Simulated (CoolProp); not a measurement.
Vapour-liquid equilibrium of CH2F2 (R32) (1) + R236EA (2) at 301.6 K; x and y are mole fractions of (1).

Computed with CoolProp (multi-fluid Helmholtz-energy mixture model, Tillner-Roth 1997 and Rui 2013; pair parameters Bell 2016).

Problem. Give the bubble pressure and the first vapour's composition at x = 0.05, 0.65, 0.85. Is there an azeotrope?

Solution. x = 0.05: 291.3 kPa, y = 0.227; x = 0.65: 1175 kPa, y = 0.907; x = 0.85: 1544 kPa, y = 0.966. No azeotrope shows between x = 0.05 and 0.95.

The pair parameters rest on a limited set of measurements; away from them the model extrapolates.
